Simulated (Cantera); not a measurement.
Cantera run:

```python
import numpy as np
import cantera as ct

gas_names = """
    C CH CH2 CH3 CH4 C2 C2H C2H2,acetylene C2H2,vinylidene C2H3,vinyl C2H4 C2H5 C2H6 C3 C3H3,propargyl
    C3H4,allene C3H4,propyne C3H4,cyclo- C3H5,allyl C3H6,propylene C3H6,cyclo- C3H7,n-propyl
    C3H7,i-propyl C3H8 C4 C4H2 C4H4,1,3-cyclo- C4H6,butadiene C4H6,2-butyne C4H6,cyclo- C4H8,1-butene
    C4H8,cis2-buten C4H8,tr2-butene C4H8,isobutene C4H8,cyclo- C4H9,n-butyl C4H9,i-butyl C4H9,s-butyl
    C4H9,t-butyl C4H10,isobutane C4H10,n-butane C5 C5H6,1,3cyclo- C5H8,cyclo- C5H10,1-pentene
    C5H10,cyclo- C5H11,pentyl C5H11,t-pentyl C5H12,n-pentane C5H12,i-pentane CH3C(CH3)2CH3 C6H2
    C6H5,phenyl C6H6 C6H10,cyclo- C6H12,1-hexene C6H12,cyclo- C6H13,n-hexyl C7H7,benzyl C7H8
    C7H14,1-heptene C7H15,n-heptyl C7H16,n-heptane C8H8,styrene C8H10,ethylbenz C8H16,1-octene
    C8H17,n-octyl C8H18,isooctane C8H18,n-octane C9H19,n-nonyl C10H8,naphthale C10H21,n-decyl
    C12H9,o-bipheny C12H10,bipheny H H2 Si SiC SiC2 SiC4H12 SiH SiH2 SiH3 SiH4 Si2 Si2C Si3
""".split()
cond_names = """
    C(gr) C6H6(L) C7H8(L) C8H18(L),n-octa Si(cr) Si(L) SiC(b)
""".split()


def load(file, names, dense=False):
    # The tables refer to 1 bar. Condensed volumes are neglected.
    table = {s.name: s for s in ct.Species.list_from_file(file)}
    out = []
    for n in names:
        d = dict(table[n].input_data)
        d["thermo"] = dict(d["thermo"], **{"reference-pressure": 1e5})
        if dense:
            d["equation-of-state"] = {"model": "constant-volume", "density": "1e6 g/cm^3"}
        out.append(ct.Species.from_dict(d))
    return out


gas = ct.Solution(thermo="ideal-gas", species=load("nasa_gas.yaml", gas_names))
cond = {s.name: ct.Solution(thermo="fixed-stoichiometry", species=[s], name=s.name)
        for s in load("nasa_condensed.yaml", cond_names, dense=True)}
atoms = {
    'SiC': {'Si': 1, 'C': 1},
    'H2': {'H': 2},
}
top_T = {'C(gr)': 4500, 'SiC(b)': 3050}  # K; cautious upper limits of use, not melting points


def equilibrate(T, P, feed):
    n = {}
    for name, mol in feed.items():
        for a, k in atoms[name].items():
            n[a] = n.get(a, 0.0) + k * mol
    gas.TPX = T, P, n
    mass = sum(n.values()) * gas.mean_molecular_weight
    gas.equilibrate("TP")
    valid = [c for c in cond.values() if c.min_temp <= T <= top_T.get(c.name, c.max_temp)]
    mix = ct.Mixture([(gas, mass / gas.mean_molecular_weight)] + [(c, 0.0) for c in valid])
    mix.T, mix.P = T, P
    mix.equilibrate("TP", solver="vcs", rtol=1e-11, max_steps=5000)
    return mix


results = []
feed = {'SiC': 1, 'H2': 0.013}  # mol
P = 31000  # Pa
for T in [1975, 2025, 2075, 2125, 2175, 2225, 2275, 2325, 2375, 2425, 2475]:
    mix = equilibrate(T, P, feed)
    results.append((T, P, feed, dict(zip(mix.species_names, mix.species_moles))))

top = {s: max(r[3][s] / sum(r[3][g] for g in gas_names) for r in results) for s in gas_names}
cols = sorted((s for s in top if top[s] > 0.0001), key=lambda s: -top[s])[:6]
seen = [c for c in cond_names if any(r[3].get(c, 0) > 1e-12 for r in results)]
print("log10 of partial pressures in bar; condensed amounts in mol")
print(f"{'T/K':>10s}" + "".join(f"{s[:9]:>10s}" for s in cols + seen))
for T, P, feed, n in results:
    ng = sum(n[g] for g in gas_names)
    print(f"{T:10.4g}" + "".join(f"{np.log10(max(n[s] / ng * P / 1e5, 1e-99)):10.3f}" for s in cols)
          + "".join(f"{n.get(c, 0):10.4g}" for c in seen))
```

Output:

```
log10 of partial pressures in bar; condensed amounts in mol
       T/K        H2         H        Si C2H2,acet       SiH      Si2C    SiC(b)
      1975    -0.510    -3.119    -5.043    -5.195    -5.441    -6.652         1
      2025    -0.510    -2.971    -4.782    -4.902    -5.231    -6.299         1
      2075    -0.511    -2.830    -4.526    -4.639    -5.024    -5.956         1
      2125    -0.512    -2.696    -4.278    -4.396    -4.823    -5.626         1
      2175    -0.513    -2.568    -4.040    -4.169    -4.629    -5.310         1
      2225    -0.514    -2.446    -3.813    -3.953    -4.445    -5.008         1
      2275    -0.516    -2.329    -3.595    -3.748    -4.269    -4.719         1
      2325    -0.518    -2.218    -3.388    -3.551    -4.101    -4.444         1
      2375    -0.522    -2.111    -3.189    -3.363    -3.941    -4.182         1
      2425    -0.526    -2.010    -2.999    -3.184    -3.789    -3.930    0.9999
      2475    -0.531    -1.913    -2.817    -3.013    -3.644    -3.690    0.9999
```

Cantera equilibrium calculation (NASA polynomials, part measured and part estimated; ideal gas, pure solids and liquids). Gases not in the tables: Si2H6 and higher silanes.
